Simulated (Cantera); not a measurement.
A Cantera script and its output.

```python
import numpy as np
import cantera as ct

gas = ct.Solution("gri30.yaml")
gas.TPX = 1850, 15000, {'C2H6': 1, 'H2': 5.3}
inlet = ct.Reservoir(gas, clone=True)

reactor = ct.IdealGasConstPressureReactor(gas, energy="off", clone=False)
exhaust = ct.Reservoir(gas, clone=True)
tau = [5.8, 2.8, 1.3, 0.62, 0.3, 0.14, 0.067, 0.032, 0.015, 0.0071, 0.0034][0]
for a, b in ((inlet, reactor), (reactor, exhaust)):
    ct.MassFlowController(a, b, mdot=lambda t: reactor.mass / tau)
net = ct.ReactorNet([reactor])
show = ['C2H6', 'H2', 'CH4', 'CH2', 'C2H']

rows = []
print(f"{'tau/s':>10s}{'T/K':>9s}" + "".join(f"{s:>11s}" for s in show))
for tau in [5.8, 2.8, 1.3, 0.62, 0.3, 0.14, 0.067, 0.032, 0.015, 0.0071, 0.0034]:
    net.initial_time = 0.0
    net.advance(30 * tau)
    before = gas.X
    net.advance(40 * tau)
    drift = np.max(np.abs(gas.X - before) / (gas.X + 1e-9))
    rows.append([gas.T, *gas[show].X, drift])
    print(f"{tau:10.3e}{gas.T:9.1f}" + "".join(f"{x:11.3e}" for x in gas[show].X))
```

It prints:

```
     tau/s      T/K       C2H6         H2        CH4        CH2        C2H
 5.800e+00   1850.0  6.071e-07  8.752e-01  4.802e-03  2.510e-07  1.926e-06
 2.800e+00   1850.0  1.213e-06  8.740e-01  6.595e-03  3.462e-07  1.931e-06
 1.300e+00   1850.0  2.548e-06  8.723e-01  9.301e-03  4.932e-07  1.943e-06
 6.200e-01   1850.0  5.228e-06  8.699e-01  1.293e-02  6.983e-07  1.961e-06
 3.000e-01   1850.0  1.055e-05  8.668e-01  1.770e-02  9.838e-07  1.990e-06
 1.400e-01   1850.0  2.186e-05  8.626e-01  2.420e-02  1.410e-06  2.036e-06
 6.700e-02   1850.0  4.381e-05  8.574e-01  3.207e-02  1.994e-06  2.099e-06
 3.200e-02   1850.0  8.690e-05  8.511e-01  4.154e-02  2.817e-06  2.183e-06
 1.500e-02   1850.0  1.731e-04  8.436e-01  5.280e-02  3.999e-06  2.290e-06
 7.100e-03   1850.0  3.377e-04  8.350e-01  6.526e-02  5.611e-06  2.404e-06
 3.400e-03   1850.0  6.449e-04  8.257e-01  7.852e-02  7.748e-06  2.509e-06
```

Model: GRI-Mech 3.0 (53 species, 325 reactions), integrated in Cantera. GRI-Mech 3.0 stops at C3 and has no aromatics, soot or wall deposition, so with more carbon than oxygen in the feed, carbon stays in small species such as C2H2 where larger ones or solid carbon would form.
